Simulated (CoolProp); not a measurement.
Vapour-liquid equilibrium of dimethyl ether (1) + R134a (2) at 0.00226 MPa; x and y are mole fractions of (1).

Computed with CoolProp (multi-fluid Helmholtz-energy mixture model, Wu 2011 and Tillner-Roth 1994; pair parameters Bell 2016).

### Question
Give the bubble temperature and the first vapour's composition at x = 0.05, 0.5, 0.8. Is there an azeotrope?

### Answer
x = 0.05: 187.6 K, y = 0.039; x = 0.5: 188.3 K, y = 0.517; x = 0.8: 187.3 K, y = 0.861. y crosses x between x = 0.35 and 0.5: the model has an azeotrope there.

The pair parameters rest on a limited set of measurements; away from them the model extrapolates.
